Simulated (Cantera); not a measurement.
**Adiabatic ignition**

An adiabatic, constant-volume homogeneous reactor starts with 23.9 % H2, 16.0 % O2, 60.1 % N2, at 1373 K and 2700000 Pa.

Detailed kinetics in Cantera: GRI-Mech 3.0 (53 species, 325 reactions). The hydrogen kinetics of GRI-Mech 3.0 are dated; newer H2 mechanisms differ, most at raised pressure. The pressure lies above the range GRI-Mech 3.0 was tuned for (to about 10 atm). Above 3000 K some thermodynamic fits are extrapolated.

```
t (s)     T (K)  P (bar)    x H2    x O2   x H2O2    x HO2      x O     x N2O     x OH
--------  -----  -------  ------  ------  -------  -------  -------  --------  -------
1.00e-6    1373     27.0   0.239   0.160  5.27e-7  1.10e-5  1.52e-7  2.10e-11  1.10e-7
5.55e-6    3130     55.1  0.0110  0.0413  7.62e-6  6.64e-5  0.00479   6.89e-6   0.0264
3.08e-5    3107     54.7  0.0112  0.0350  6.80e-6  5.65e-5  0.00411   7.27e-6   0.0243
0.000171   3100     54.5  0.0113  0.0333  6.56e-6  5.37e-5  0.00393   7.58e-6   0.0237
0.000949   3100     54.5  0.0113  0.0333  6.56e-6  5.37e-5  0.00393   7.58e-6   0.0237
0.00527    3100     54.5  0.0113  0.0333  6.56e-6  5.37e-5  0.00393   7.58e-6   0.0237
0.0292     3100     54.5  0.0113  0.0333  6.56e-6  5.37e-5  0.00393   7.58e-6   0.0237
0.162      3100     54.5  0.0113  0.0333  6.56e-6  5.37e-5  0.00393   7.58e-6   0.0237
0.901      3100     54.5  0.0113  0.0333  6.56e-6  5.37e-5  0.00393   7.58e-6   0.0237
5.00       3100     54.5  0.0113  0.0333  6.56e-6  5.37e-5  0.00393   7.58e-6   0.0237
```
x: mole fraction; the columns are a selection and need not sum to one.

time of steepest temperature rise: 4.33 µs
temperature at 5.00 s: 3100 K
equilibrium temperature: 3100 K
x(H2) at 5.00 s: 0.0113 (gas-phase equilibrium 0.0113)
x(O2) at 5.00 s: 0.0333 (gas-phase equilibrium 0.0333)
x(H2O2) at 5.00 s: 6.56e-6 (gas-phase equilibrium 6.56e-6)
